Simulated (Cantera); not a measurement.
**Dilute partial oxidation**

A perfectly stirred reactor is fed with CH3OH : O2 : N2 = 0.012 : 0.0034 : 1 (molar parts), equivalence ratio 5.3, at 0.563 atm; it is held at 1098 K, and followed from long to short residence time.

Computed with Cantera and GRI-Mech 3.0 (53 species, 325 reactions). GRI-Mech 3.0 was tuned for natural gas; its chemistry of methanol as a main component is partial and can be far from experiment.

| τ (s) | x CH3OH | x O2 | x CH2 | x CO2 | x H2O | x O | x H2 |
|---|---|---|---|---|---|---|---|
| 4.4 | 1.38e-5 | 0.000111 | 2.54e-10 | 0.000960 | 0.00547 | 9.81e-9 | 0.0175 |
| 1.0 | 0.000604 | 0.000364 | 5.73e-11 | 0.00122 | 0.00462 | 2.36e-9 | 0.0170 |
| 0.25 | 0.00148 | 0.000473 | 2.70e-10 | 0.000794 | 0.00480 | 3.75e-9 | 0.0148 |
| 0.058 | 0.00348 | 0.000747 | 1.00e-9 | 0.000367 | 0.00459 | 5.77e-9 | 0.0104 |
| 0.014 | 0.00903 | 0.00231 | 2.46e-10 | 2.42e-5 | 0.00171 | 2.88e-9 | 0.00212 |
| 0.0033 | 0.0118 | 0.00335 | 3.78e-11 | 7.62e-9 | 5.20e-8 | 3.42e-12 | 7.85e-8 |
| 0.00078 | 0.0118 | 0.00335 | 3.76e-11 | 1.79e-9 | 1.21e-8 | 3.35e-12 | 1.68e-8 |
x: mole fraction; the columns are a selection and need not sum to one.
